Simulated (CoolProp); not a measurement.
Saturation properties of propylene (Tc = 364.2 K, pc = 4.555 MPa, ω = 0.146).

The numbers come from the reference Helmholtz-energy equation of state, Lemmon 2013 in CoolProp.

```tsv
T (K)	p (MPa)	liquid density (kg/m³)	enthalpy of vaporisation (kJ/kg)	liquid cp (kJ/(kg K))	vapour Z	vapour viscosity (µPa s)
281.6	0.7457	533.3	364.3	2.507	0.8553	8.14
283.9	0.7949	529.7	360.5	2.526	0.8488	8.24
286.3	0.8487	525.9	356.4	2.548	0.8417	8.34
288.6	0.9027	522.3	352.4	2.569	[?]	8.44
291	0.9618	518.3	348.2	2.592	0.8273	8.55
293.3	1.021	514.5	344.0	2.616	0.8200	8.66
295.7	1.086	510.5	339.6	2.642	0.8121	[?]
298	1.150	506.5	335.2	2.668	0.8043	8.89
300.4	1.221	502.3	[?]	[?]	0.7959	9.02
302.7	1.291	498.3	325.9	2.725	0.7876	9.15
305.1	1.367	493.9	321.0	2.757	0.7788	9.29
307.5	1.447	489.5	315.9	[?]	0.7696	9.43
309.8	1.527	485.1	[?]	2.826	0.7606	9.57
312.2	1.613	480.5	[?]	2.865	0.7509	9.73
314.5	1.699	475.9	300.2	2.905	0.7414	9.89
```

### Question
Fill in the missing entries.

### Answer

- 288.6, vapour Z: 0.8348
- 295.7, vapour viscosity (µPa s): 8.78
- 300.4, enthalpy of vaporisation (kJ/kg): 330.5
- 300.4, liquid cp (kJ/(kg K)): 2.696
- 307.5, liquid cp (kJ/(kg K)): 2.791
- 309.8, enthalpy of vaporisation (kJ/kg): 310.9
- 312.2, enthalpy of vaporisation (kJ/kg): 305.5

It boils at 225.5 K under 1 atm.

Viscosity comes from a separate model (Huber 2003), an estimate that may be off by 10 % or more.
